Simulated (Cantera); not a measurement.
# Equilibrium for aluminium nitride and oxide growth: AlCl3 + H2O + N2 + NH3

A closed system holds: 1 mol AlCl3, 3 mol H2O, 1.6 mol N2, 6.4 mol NH3, held at 0.000640 bar.

These are equilibrium values from Cantera (NASA tables, ideal gas, pure condensed phases), not measurements of a reactor. Candidate condensed phases: Al, AlCl3, AlN, Al2O3, H2O, NH4Cl; 45 gas species. Condensed phases not in the tables: AlOCl. The numbers say what is thermodynamically allowed, not how fast it happens.

| T (K) | x H2 | x N2 | x HCl | x H2O | x H | n Al2O3(s) |
|---|---|---|---|---|---|---|
| 800 | 0.508 | 0.254 | 0.159 | 0.0794 | 8.16e-11 | 0.500 |
| 950 | 0.508 | 0.254 | 0.159 | 0.0794 | 1.57e-8 | 0.500 |
| 1100 | 0.508 | 0.254 | 0.159 | 0.0794 | 7.28e-7 | 0.500 |
| 1250 | 0.508 | 0.254 | 0.159 | 0.0794 | 1.36e-5 | 0.500 |
| 1400 | 0.508 | 0.254 | 0.159 | 0.0794 | 0.000137 | 0.500 |
| 1550 | 0.507 | 0.254 | 0.158 | 0.0793 | 0.000887 | 0.500 |
| 1700 | 0.505 | 0.253 | 0.157 | 0.0791 | 0.00414 | 0.500 |
x: gas mole fraction; n: condensed amount in mol.

From 800 K to 1700 K the condensed part is Al2O3(s).
